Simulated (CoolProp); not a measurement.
Saturation properties of nitrogen.

Model: reference Helmholtz-energy equation of state, Span 2000, in CoolProp.

| T (°C) | p (MPa) | liquid density (kg/m³) | enthalpy of vaporisation (kJ/kg) | surface tension (mN/m) | liquid viscosity (µPa s) | vapour viscosity (µPa s) |
|---|---|---|---|---|---|---|
| -190.45 | 0.1822 | 781.2 | 191.9 | 7.69 | 131 | 5.87 |
| -187.35 | 0.2470 | 766.2 | 187.3 | 7.01 | 118 | 6.12 |
| -184.25 | 0.3277 | 750.7 | 182.3 | 6.35 | 107 | 6.39 |
| -181.15 | 0.4262 | 734.5 | 177.0 | 5.69 | 96.5 | 6.66 |
| -178.05 | 0.5447 | 717.7 | 171.2 | 5.06 | 87.7 | 6.94 |
| -174.95 | 0.6854 | 700.0 | 164.9 | 4.44 | 79.9 | 7.25 |
| -171.85 | 0.8507 | 681.4 | 158.0 | 3.83 | 72.9 | 7.57 |
| -168.75 | 1.043 | 661.5 | 150.4 | 3.25 | 66.5 | 7.91 |
| -165.65 | 1.264 | 640.1 | 141.9 | 2.68 | 60.5 | 8.29 |
| -162.55 | 1.517 | 616.7 | 132.4 | 2.14 | 54.9 | 8.71 |
| -159.45 | 1.805 | 590.7 | 121.4 | 1.62 | 49.5 | 9.20 |

It boils at -195.8 °C under 1 atm.

Viscosity comes from a separate model (Lemmon 2004). Surface tension comes from a separate correlation (Mulero 2012).
